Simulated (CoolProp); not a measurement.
Vapour-liquid equilibrium of toluene (1) + m-xylene (2) at 190.05 °C; x and y are mole fractions of (1).

Values from CoolProp's multi-fluid Helmholtz-energy mixture model, Lemmon 2006 and Zhou 2012; pair parameters Bell 2016.

```
x     bubble pressure, mixture model (kPa)  bubble pressure, Raoult's law (kPa)  y, mixture model  y, Raoult's law
----  ------------------------------------  -----------------------------------  ----------------  ---------------
0.05                                 350.1                                349.8               ___            0.090
0.15                                 380.9                                378.9             0.241            0.248
0.25                                 412.1                                407.9             0.375            0.384
0.35                                 443.3                                437.0             0.491            0.501
0.45                                   ___                                466.1             0.591            0.604
0.55                                   ___                                495.2               ___            0.695
0.65                                   ___                                524.3               ___            0.776
0.75                                 560.4                                553.4             0.832            0.849
0.85                                 587.3                                582.5             0.901            0.914
0.95                                   ___                                611.6             0.967            0.973
```

### Question
Fill in the missing entries.

### Answer

- 0.05, y, mixture model: 0.086
- 0.45, bubble pressure, mixture model (kPa): 473.9
- 0.55, bubble pressure, mixture model (kPa): 503.7
- 0.55, y, mixture model: 0.680
- 0.65, bubble pressure, mixture model (kPa): 532.6
- 0.65, y, mixture model: 0.759
- 0.95, bubble pressure, mixture model (kPa): 613.4

The largest gap from Raoult's law is +1.7 % in bubble pressure, at x = 0.55. No azeotrope shows between x = 0.05 and 0.95.

The pair parameters rest on a limited set of measurements; away from them the model extrapolates.
